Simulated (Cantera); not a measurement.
Input (Python, Cantera) and output of one run.

```python
import numpy as np
import cantera as ct

gas_names = """
    F F2 H HF H2 H2F2 H3F3 H4F4 H5F5 H6F6 H7F7 N NF NF2 NF3 NH NH2 NH3 N2 N2H2 N2H4 Si SiF SiF2 SiF3
    SiF4 SiH SiHF3 SiH2 SiH2F2 SiH3 SiH3F SiH4 SiN Si2 Si2N Si3
""".split()
cond_names = """
    Si(cr) Si(L) Si3N4(a)
""".split()


def load(file, names, dense=False):
    # The tables refer to 1 bar. Condensed volumes are neglected.
    table = {s.name: s for s in ct.Species.list_from_file(file)}
    out = []
    for n in names:
        d = dict(table[n].input_data)
        d["thermo"] = dict(d["thermo"], **{"reference-pressure": 1e5})
        if dense:
            d["equation-of-state"] = {"model": "constant-volume", "density": "1e6 g/cm^3"}
        out.append(ct.Species.from_dict(d))
    return out


gas = ct.Solution(thermo="ideal-gas", species=load("nasa_gas.yaml", gas_names))
cond = {s.name: ct.Solution(thermo="fixed-stoichiometry", species=[s], name=s.name)
        for s in load("nasa_condensed.yaml", cond_names, dense=True)}
atoms = {
    'SiF4': {'Si': 1, 'F': 4},
    'NH3': {'N': 1, 'H': 3},
}
top_T = {'Si3N4(a)': 2400}  # K; cautious upper limits of use, not melting points


def equilibrate(T, P, feed):
    n = {}
    for name, mol in feed.items():
        for a, k in atoms[name].items():
            n[a] = n.get(a, 0.0) + k * mol
    gas.TPX = T, P, n
    mass = sum(n.values()) * gas.mean_molecular_weight
    gas.equilibrate("TP")
    valid = [c for c in cond.values() if c.min_temp <= T <= top_T.get(c.name, c.max_temp)]
    mix = ct.Mixture([(gas, mass / gas.mean_molecular_weight)] + [(c, 0.0) for c in valid])
    mix.T, mix.P = T, P
    mix.equilibrate("TP", solver="vcs", rtol=1e-11, max_steps=5000)
    return mix


results = []
feed = {'SiF4': 1, 'NH3': 0.22}  # mol
P = 47  # Pa
for T in [1073, 1098, 1123, 1148, 1173, 1198, 1223, 1248]:
    mix = equilibrate(T, P, feed)
    results.append((T, P, feed, dict(zip(mix.species_names, mix.species_moles))))

top = {s: max(r[3][s] / sum(r[3][g] for g in gas_names) for r in results) for s in gas_names}
cols = sorted((s for s in top if top[s] > 0.001), key=lambda s: -top[s])[:7]
seen = [c for c in cond_names if any(r[3].get(c, 0) > 1e-12 for r in results)]
print("log10 of partial pressures in bar; condensed amounts in mol")
print(f"{'T/K':>10s}" + "".join(f"{s[:9]:>10s}" for s in cols + seen))
for T, P, feed, n in results:
    ng = sum(n[g] for g in gas_names)
    print(f"{T:10.4g}" + "".join(f"{np.log10(max(n[s] / ng * P / 1e5, 1e-99)):10.3f}" for s in cols)
          + "".join(f"{n.get(c, 0):10.4g}" for c in seen))
```

Result:

```
log10 of partial pressures in bar; condensed amounts in mol
       T/K      SiF4        H2        N2        HF      SiF3
      1073    -3.488    -3.970    -4.445    -6.114    -6.330
      1098    -3.488    -3.971    -4.445    -5.998    -6.168
      1123    -3.488    -3.972    -4.445    -5.882    -6.017
      1148    -3.489    -3.973    -4.445    -5.768    -5.876
      1173    -3.490    -3.974    -4.446    -5.657    -5.744
      1198    -3.491    -3.975    -4.446    -5.549    -5.621
      1223    -3.493    -3.977    -4.446    -5.444    -5.504
      1248    -3.494    -3.980    -4.447    -5.342    -5.393
```

Method: chemical equilibrium by Gibbs-energy minimisation in Cantera with the NASA 1993 tables (ideal gas, pure condensed phases). The tables' values for SiF3, SiF2 are old estimates; treat these amounts as uncertain.
